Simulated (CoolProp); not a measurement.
Vapour-liquid equilibrium of CHF3 (R23) (1) + R227EA (2) at 1.77 bar; x and y are mole fractions of (1).

Computed with CoolProp (multi-fluid Helmholtz-energy mixture model, Penoncello 2003 and Lemmon 2016; pair parameters Bell 2016).

```
x     bubble temperature (°C)  y at the bubble point  dew temperature at overall composition x (°C)  liquid density (mol/L)
----  -----------------------  ---------------------  ---------------------------------------------  ----------------------
0.05                    -14.8                  0.400                                           -3.9                   9.284
0.15                    -33.5                    ___                                           -6.7                   10.21
0.25                    -45.3                  0.890                                           -9.7                   11.07
0.35                    -53.0                  0.938                                          -13.0                   11.94
0.45                    -58.1                    ___                                            ___                   12.84
0.55                    -61.8                  0.974                                          -20.9                   13.82
0.65                      ___                  0.982                                          -25.9                   14.90
0.75                    -66.8                  0.988                                            ___                   16.12
0.85                      ___                  0.993                                            ___                   17.52
0.95                    -70.8                  0.998                                          -55.4                   19.15
```

**Question.** Complete the blanks.

**Answer.** 
- 0.15, y at the bubble point: 0.768
- 0.45, y at the bubble point: 0.961
- 0.45, dew temperature at overall composition x (°C): -16.7
- 0.65, bubble temperature (°C): -64.5
- 0.75, dew temperature at overall composition x (°C): -32.1
- 0.85, bubble temperature (°C): -68.8
- 0.85, dew temperature at overall composition x (°C): -40.7

No azeotrope shows between x = 0.05 and 0.95.

The pair parameters rest on a limited set of measurements; away from them the model extrapolates. The gap from Raoult's law changes sign with composition, which may be real or a fault of the pair parameters; it wasn't checked against measurements.
